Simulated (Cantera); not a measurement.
Equilibrium for thermal oxidation and active oxidation of silicon: Si + N2O + H2

A closed system holds: 1 mol Si, 0.059 mol N2O, 220 mol H2, equilibrated at 1.00 mbar.

Equilibrium computed with Cantera from the NASA thermochemical tables; the gas is ideal and each condensed phase is pure. Candidate condensed phases: H2O, Si, SiO2, Si2N2O, Si3N4; 35 gas species. Mutual solubility and eutectic melting of coexisting phases are not modelled. Gases not in the tables: Si2H6 and higher silanes. Rates play no part.

From 923 K to 1323 K the condensed part is Si(s) + Si2N2O(s). From 1423 K to 1623 K the condensed part is Si(s). At 1723 K the condensed part is Si(l). From 1823 K to 2223 K nothing is condensed.

```tsv
T (K)	x H2	x H	x Si	x N2	x SiO	n Si(s)	n Si2N2O(s)	n Si(l)
923	1.00	7.74e-9	<1e-12	5.18e-12	6.28e-12	0.882	0.0590	0
1023	1.00	1.31e-7	<1e-12	1.17e-9	1.18e-9	0.882	0.0590	0
1123	1.000	1.35e-6	6.44e-11	9.22e-8	9.23e-8	0.882	0.0590	0
1223	1.000	9.51e-6	3.22e-9	3.52e-6	3.52e-6	0.883	0.0582	0
1323	1.000	5.01e-5	8.87e-8	7.66e-5	7.66e-5	0.899	0.0422	0
1423	0.999	0.000210	1.53e-6	0.000268	0.000268	0.940	0	0
1523	0.999	0.000730	1.80e-5	0.000268	0.000268	0.936	0	0
1623	0.997	0.00218	0.000156	0.000268	0.000268	0.903	0	0
1723	0.993	0.00575	0.000983	0.000267	0.000267	0	0	0.707
1823	0.982	0.0136	0.00400	0.000264	0.000265	0	0	0
1923	0.966	0.0293	0.00406	0.000263	0.000263	0	0	0
2023	0.937	0.0581	0.00404	0.000259	0.000259	0	0	0
2123	0.889	0.107	0.00396	0.000252	0.000253	0	0	0
2223	0.813	0.183	0.00382	0.000242	0.000243	0	0	0
```
x: gas mole fraction; n: condensed amount in mol.
